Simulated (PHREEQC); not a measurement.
Synthetic water in mmol/kgw, 35 °C, pH 3.31, pe 10.7:

```tsv
constituent	mmol/kgw
Na	3.27
K	0.356
Ca	15.5
Mg	2.32
Cl	5.44
S(6)	18.1
Zn	0.00928
Ni	0.693
```

Valence states are taken as typed.

Model: ion-association model, wateq4f.dat, run in PHREEQC.

```
quantity                       before     after
---------------------------  --------  --------
ionic strength (mol/kgw)       0.0517    0.0542
SO4-2 (mol/kgw)                0.0112    0.0119
Ca+2 (mol/kgw)                 0.0103    0.0106
CaSO4 (mol/kgw)               0.00520   0.00485
Mg+2 (mol/kgw)                0.00135   0.00159
MgSO4 (mol/kgw)              0.000967  0.000735
SI of Gypsum (CaSO4:2H2O)       -0.03     +0.02
SI of Epsomite (MgSO4:7H2O)     -3.42     -3.17
```

What was changed between the two runs?
A) K from 0.356 to 0.712 mmol/kgw
B) S(6) from 18.1 to 36.2 mmol/kgw
C) temperature from 35 to 15 °C at the same typed pH

C, temperature from 35 to 15 °C at the same typed pH

This is a speciation only: nothing precipitates in the calculation.
